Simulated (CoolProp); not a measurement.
Vapour-liquid equilibrium of n-hexane (1) + ethylbenzene (2) at 6.76 bar; x and y are mole fractions of (1).

Computed with CoolProp (multi-fluid Helmholtz-energy mixture model, Thol 2019 and Zhou 2012; pair parameters Bell 2016).

Q: Give the bubble temperature and the first vapour's composition at x = 0.275, 0.65, 0.95. Is there an azeotrope?

A: x = 0.275: 461.4 K, y = 0.582; x = 0.65: 434.4 K, y = 0.866; x = 0.95: 419.8 K, y = 0.984. No azeotrope shows between x = 0.05 and 0.95.

The pair parameters rest on a limited set of measurements; away from them the model extrapolates.
